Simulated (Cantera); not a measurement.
A counterflow diffusion flame at 1.00 bar, nozzles 20 mm apart: fuel side CH₄ : H₂ = 1 : 0.29 (molar parts) at 425 K, oxidiser side O₂ : N₂ = 0.2 : 0.8 (molar parts) at 648 K, fuel mass flux 0.96 times the oxidiser's; mixture-averaged transport, no radiation.

Detailed kinetics in Cantera: GRI-Mech 3.0 (53 species, 325 reactions). GRI-Mech 3.0 has no aromatics or soot, which form on the fuel side of real flames. The maximum strain rate includes the flame's own expansion and is several times the mean. A flux with no burning solution from the previous one only brackets extinction.

x: mole fraction; the columns are a selection and need not sum to one.

| oxidiser flux (kg/m²/s) | max strain (1/s) | mean strain (1/s) | T max (K) | peak x OH | peak x H | peak x NO | peak x CO | peak x C₂H₂ |
|---|---|---|---|---|---|---|---|---|
| 0.6 | 505 | 135 | 2142 | 0.0101 | 0.00675 | 0.000234 | 0.0494 | 0.0115 |
| 0.88 | 724 | 198 | 2126 | 0.0100 | 0.00719 | 0.000205 | 0.0489 | 0.0111 |
| 1.3 | 1050 | 293 | 2105 | 0.00978 | 0.00756 | 0.000172 | 0.0484 | 0.0104 |
| 1.9 | 1510 | 428 | 2081 | 0.00945 | 0.00787 | 0.000138 | 0.0483 | 0.00967 |
| 2.7 | 2110 | 608 | 2054 | 0.00897 | 0.00803 | 0.000106 | 0.0484 | 0.00875 |
| 4 | 3080 | 900 | 2017 | 0.00825 | 0.00801 | 7.19e-5 | 0.0488 | 0.00738 |
| 5.8 | ___ | 1310 | 1969 | ___ | 0.00763 | ___ | 0.0494 | ___ |
| 8.4 | ___ | 1890 | 1880 | ___ | ___ | ___ | 0.0491 | ___ |

Task: What belongs in the gaps?

Result: 
- 5.8, max strain (1/s): 4390
- 5.8, peak x OH: 0.00724
- 5.8, peak x NO: 4.23e-5
- 5.8, peak x C₂H₂: 0.00563
- 8.4, max strain (1/s): 6170
- 8.4, peak x OH: 0.00546
- 8.4, peak x H: 0.00630
- 8.4, peak x NO: 1.56e-5
- 8.4, peak x C₂H₂: 0.00309
